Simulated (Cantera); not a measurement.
Catalytic combustion on Pt

An isothermal plug-flow reactor at 750 K and 1.01 bar (inlet), inlet velocity 0.27 m/s, active area per volume 2400 1/m; feed H2 : O2 : N2 = 0.0026 : 0.094 : 0.79 (molar parts), equivalence ratio 0.014.

Detailed kinetics in Cantera: Deutschmann's 1995 Pt surface mechanism with GRI-Mech 3.0 gas chemistry. Catalytic surfaces can have several steady states; this one follows from the mechanism file's or the stated starting coverage. Mass transfer to the wall is taken as infinitely fast.

```json
[
 {"z (m)": "0.00013", "x H2": "0.000789", "x O2": "0.105", "x H2O": "0.00215", "θ free Pt": "0.0252", "θ O*": "0.974", "θ OH*": "0.00111"},
 {"z (m)": "0.00026", "x H2": "0.000335", "x O2": "0.105", "x H2O": "0.00260", "θ free Pt": "0.0205", "θ O*": "0.978", "θ OH*": "0.00106"},
 {"z (m)": "0.00049", "x H2": "9.18e-5", "x O2": "0.105", "x H2O": "0.00284", "θ free Pt": "0.0183", "θ O*": "0.981", "θ OH*": "0.00103"},
 {"z (m)": "0.00095", "x H2": "8.17e-6", "x O2": "0.105", "x H2O": "0.00293", "θ free Pt": "0.0177", "θ O*": "0.981", "θ OH*": "0.00102"},
 {"z (m)": "0.0018", "x H2": "1.00e-7", "x O2": "0.105", "x H2O": "0.00294", "θ free Pt": "0.0176", "θ O*": "0.981", "θ OH*": "0.00102"},
 {"z (m)": "0.0036", "x H2": "9.01e-12", "x O2": "0.105", "x H2O": "0.00294", "θ free Pt": "0.0176", "θ O*": "0.981", "θ OH*": "0.00102"},
 {"z (m)": "0.0069", "x H2": "<1e-12", "x O2": "0.105", "x H2O": "0.00294", "θ free Pt": "0.0176", "θ O*": "0.981", "θ OH*": "0.00102"},
 {"z (m)": "0.013", "x H2": "<1e-12", "x O2": "0.105", "x H2O": "0.00294", "θ free Pt": "0.0176", "θ O*": "0.981", "θ OH*": "0.00102"}
]
```
x: gas mole fraction; θ: surface coverage.
